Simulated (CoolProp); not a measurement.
Vapour-liquid equilibrium of ethane (1) + propylene (2) at 175.1 K; x and y are mole fractions of (1).

Values from CoolProp's multi-fluid Helmholtz-energy mixture model, Bücker 2006 and Lemmon 2013; pair parameters Bell 2016.

**Question.** Give the bubble pressure and the first vapour's composition at x = 0.2, 0.275, 0.8. Is there an azeotrope?

**Answer.** x = 0.2: 0.1689 bar, y = 0.773; x = 0.275: 0.2105 bar, y = 0.833; x = 0.8: 0.4831 bar, y = 0.977. No azeotrope shows between x = 0.05 and 0.95.

Pair parameters are fitted to limited data, so mixtures are less certain than the pure fluids.
